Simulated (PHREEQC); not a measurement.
Consider water at 25 °C and 50 atm with 0.0036 mol H2SO4 and 0.00033 mol LiCl per kg of water. Closed to the air; pH follows from the charge balance.

The numbers come from PHREEQC with the Pitzer model, pitzer.dat.

```
Property                        Value
--------------------  ---------------
pH                               2.25
ionic strength        0.00918 mol/kgw
specific conductance       2480 µS/cm
osmotic coefficient             0.942
total alkalinity         -7.20 meq/kg
```

```tsv
species	molality	activity	log γ
H+	0.00623	0.00560	-0.046
SO4-2	0.00263	0.00174	-0.178
HSO4-	0.000974	0.000883	-0.042
Cl-	0.000330	0.000299	-0.043
Li+	0.000330	0.000298	-0.044
```

No solid was allowed to form. Under pressure, the constants of complexes without a molar volume in the database are unreliable.
